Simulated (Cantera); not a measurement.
An isothermal, constant-pressure homogeneous reactor starts with CH4 : H2 = 1 : 3.1 (molar parts), at 1525 K and 0.260 bar.

Model: GRI-Mech 3.0 (53 species, 325 reactions), integrated in Cantera. GRI-Mech 3.0 stops at C3 and has no aromatics, soot or wall deposition, so with more carbon than oxygen in the feed, carbon stays in small species such as C2H2 where larger ones or solid carbon would form.

x: mole fraction; the columns are a selection and need not sum to one.

```
t (s)      x CH4   x H2     x C2H      x H    x C2H2       x CH2
--------  ------  -----  --------  -------  --------  ----------
3.00e-6    0.244  0.756    <1e-12  8.13e-8    <1e-12      <1e-12
8.46e-6    0.244  0.756    <1e-12  1.74e-7    <1e-12      <1e-12
2.38e-5    0.244  0.756    <1e-12  4.35e-7    <1e-12      <1e-12
6.72e-5    0.244  0.756    <1e-12  1.17e-6    <1e-12    8.90e-12
0.000189   0.244  0.756    <1e-12  3.22e-6  1.37e-11    7.27e-11
0.000534   0.244  0.756    <1e-12  8.56e-6   1.31e-9    5.24e-10
0.00151    0.244  0.756    <1e-12  1.82e-5   1.29e-7  (withheld)
0.00424    0.243  0.756    <1e-12  2.56e-5   6.82e-6  (withheld)
0.0120     0.242  0.757  9.82e-12  2.73e-5  0.000124     5.17e-9
0.0337     0.239  0.759  7.66e-11  2.74e-5  0.000967     5.14e-9
0.0950     0.231  0.764  3.36e-10  2.78e-5   0.00421     5.03e-9
0.268      0.209  0.777   1.03e-9  2.88e-5    0.0127     4.73e-9
0.755      0.164  0.803   2.56e-9  3.11e-5    0.0302  (withheld)
2.13       0.100  0.842   5.12e-9  3.56e-5    0.0552  (withheld)
6.00      0.0512  0.871   7.73e-9  4.15e-5    0.0741  (withheld)
```

Fill in the missing entries.


- 0.00151, x CH2: 2.36e-9
- 0.00424, x CH2: 4.60e-9
- 0.755, x CH2: 4.07e-9
- 2.13, x CH2: 3.01e-9
- 6.00, x CH2: 1.99e-9
